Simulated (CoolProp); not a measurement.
Values from CoolProp's reference Helmholtz-energy equation of state, Kamei 1995.

### Question
For R22, give the phase and the Z, speed of sound (m/s), Joule-Thomson coefficient (K/MPa), conductivity (mW/(m K)) at 500 K and 3120 kPa; 500 K and 10400 kPa; 500 K and 12500 kPa.

### Answer
- 500 K and 3120 kPa: gas; Z 0.927, speed of sound 222, Joule-Thomson coefficient 5.21, conductivity 28.4
- 500 K and 10400 kPa: supercritical; Z 0.770, speed of sound 209, Joule-Thomson coefficient 4.37, conductivity 34.3
- 500 K and 12500 kPa: supercritical; Z 0.741, speed of sound 213, Joule-Thomson coefficient 3.81, conductivity 37.1

Thermal conductivity comes from a separate model (McLinden 2000), an estimate that may be off by 10 % or more.
